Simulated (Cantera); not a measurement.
A perfectly stirred reactor is fed with 3.71 % CH₄, 3.71 % CO, 19.3 % O₂, 72.6 % N₂, 0.630 % CO₂, equivalence ratio 0.48, at 0.510 bar; it is adiabatic with a 750 K inlet, and is followed from long to short residence time, starting on the burning branch (τ in s: 0.33, 0.12, 0.04, 0.014, 0.0048, 0.0016, 0.00057, 0.0002, 6.8e-05, 2.4e-05, 8.2e-06).

Computed with Cantera and GRI-Mech 3.0 (53 species, 325 reactions).

Q: Predict: blow-out, bracketed by the residence times tried; x(CH₄) at τ = 0.330 s; x(CO) at τ = 0.330 s; x(O₂) at τ = 0.330 s; x(H₂) at τ = 0.330 s; x(CH₄) at τ = 1.60 ms; x(CO) at τ = 1.60 ms; x(O₂) at τ = 1.60 ms; x(H₂) at τ = 1.60 ms.

A: 
```
Quantity                                                                       Result
------------------------------------------------  -----------------------------------
blow-out, bracketed by the residence times tried  burning at 0.200 ms, out at 68.0 µs
x(CH₄) at τ = 0.330 s                                                         2.92e-6
x(CO) at τ = 0.330 s                                                         0.000487
x(O₂) at τ = 0.330 s                                                            0.102
x(H₂) at τ = 0.330 s                                                          8.97e-5
x(CH₄) at τ = 1.60 ms                                                         9.95e-5
x(CO) at τ = 1.60 ms                                                           0.0107
x(O₂) at τ = 1.60 ms                                                            0.104
x(H₂) at τ = 1.60 ms                                                          0.00171
```
